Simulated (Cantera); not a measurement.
A perfectly stirred reactor is fed with NH3 : N2 = 1 : 1.2 (molar parts), at 1.01 bar; it is held at 1725 K, and followed from long to short residence time.

Model: the gas-phase N/H chemistry of the illustrative SiF4/NH3 mechanism in the Surface Chemkin manual (1991), integrated in Cantera. Walls and surfaces, which speed up NH3 decomposition in real reactors, are not modelled.

x: mole fraction; the columns are a selection and need not sum to one.

| τ (s) | x NH3 | x H | x N2H4 | x NH | x N2 |
|---|---|---|---|---|---|
| 2.4 | 0.161 | 5.49e-5 | 3.58e-8 | 7.38e-7 | 0.536 |
| 0.89 | 0.251 | 3.44e-5 | 7.15e-8 | 9.15e-7 | 0.539 |
| 0.32 | 0.343 | 1.76e-5 | 1.16e-7 | 1.02e-6 | 0.542 |
| 0.12 | 0.403 | 7.99e-6 | 1.53e-7 | 1.00e-6 | 0.544 |
| 0.043 | 0.434 | [?] | 1.81e-7 | [?] | 0.545 |
| 0.016 | 0.447 | 1.27e-6 | 1.96e-7 | 7.59e-7 | 0.545 |
| 0.0058 | 0.452 | 4.83e-7 | 1.94e-7 | 6.52e-7 | 0.545 |
| 0.0021 | 0.454 | 1.84e-7 | 1.68e-7 | 5.47e-7 | 0.545 |
| 0.00077 | 0.454 | [?] | [?] | [?] | 0.545 |
| 0.00028 | 0.454 | 3.60e-8 | 3.48e-8 | 1.55e-7 | 0.545 |

### Question
Complete the blanks.

### Answer

- 0.043, x H: 3.21e-6
- 0.043, x NH: 8.90e-7
- 0.00077, x H: 7.41e-8
- 0.00077, x N2H4: 1.07e-7
- 0.00077, x NH: 3.81e-7
